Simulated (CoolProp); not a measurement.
Vapour-liquid equilibrium of n-hexane (1) + p-xylene (2) at 0.433 MPa; x and y are mole fractions of (1).

Values from CoolProp's multi-fluid Helmholtz-energy mixture model, Thol 2019 and Zhou 2012; pair parameters Bell 2016.

```tsv
x	bubble temperature, mixture model (°C)	bubble temperature, Raoult's law (°C)	y, mixture model	y, Raoult's law
0.05	193.8	194.3	0.179	0.190
0.125	182.5	183.7	0.382	0.400
0.2	173.1	174.7	0.526	0.548
0.275	165.2	166.8	0.631	0.656
0.35	158.4	160.0	0.710	0.737
0.425	?	154.0	?	0.799
0.5	?	148.6	0.819	0.847
0.575	143.0	143.8	0.858	0.885
0.65	139.0	139.5	0.891	0.916
0.725	?	135.5	0.919	0.940
0.8	131.8	131.9	?	0.961
0.875	?	128.5	0.967	0.978
0.95	125.5	125.4	?	0.992
```

Q: Complete the blanks.

A: 
- 0.425, bubble temperature, mixture model (°C): 152.6
- 0.425, y, mixture model: 0.771
- 0.5, bubble temperature, mixture model (°C): 147.5
- 0.725, bubble temperature, mixture model (°C): 135.3
- 0.8, y, mixture model: 0.944
- 0.875, bubble temperature, mixture model (°C): 128.6
- 0.95, y, mixture model: 0.987

The largest gap from Raoult's law is -1.6 K in bubble temperature, at x = 0.275. No azeotrope shows between x = 0.05 and 0.95.

The pair parameters rest on a limited set of measurements; away from them the model extrapolates.
